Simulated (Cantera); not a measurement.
A perfectly stirred reactor is fed with 11.7 % NO, 88.3 % N2, at 0.520 bar; it is held at 2073 K, and followed from long to short residence time.

Detailed kinetics in Cantera: GRI-Mech 3.0 (53 species, 325 reactions).

x: mole fraction; the columns are a selection and need not sum to one.

```tsv
τ (s)	x NO	x N2O	x O2	x N2	x O	x NO2
1.5	0.0576	1.69e-6	0.0293	0.913	(withheld)	2.41e-5
0.62	0.0840	3.43e-6	0.0162	0.900	(withheld)	2.67e-5
0.26	0.102	5.07e-6	0.00708	0.891	(withheld)	2.31e-5
0.11	0.111	5.98e-6	0.00281	0.886	(withheld)	1.83e-5
0.045	0.114	6.35e-6	0.00105	0.884	(withheld)	1.50e-5
0.019	0.116	6.42e-6	0.000396	0.884	(withheld)	1.29e-5
0.0078	0.116	6.28e-6	0.000130	0.884	(withheld)	1.08e-5
0.0033	0.116	5.85e-6	3.45e-5	0.883	(withheld)	7.72e-6
0.0014	0.117	5.00e-6	6.42e-6	0.883	(withheld)	4.13e-6
0.00056	0.117	3.60e-6	8.29e-7	0.883	(withheld)	1.53e-6
```

Fill in the missing entries.


- 1.5, x O: 0.000281
- 0.62, x O: 0.000216
- 0.26, x O: 0.000155
- 0.11, x O: 0.000115
- 0.045, x O: 9.25e-5
- 0.019, x O: 7.92e-5
- 0.0078, x O: 6.55e-5
- 0.0033, x O: 4.69e-5
- 0.0014, x O: 2.54e-5
- 0.00056, x O: 9.97e-6
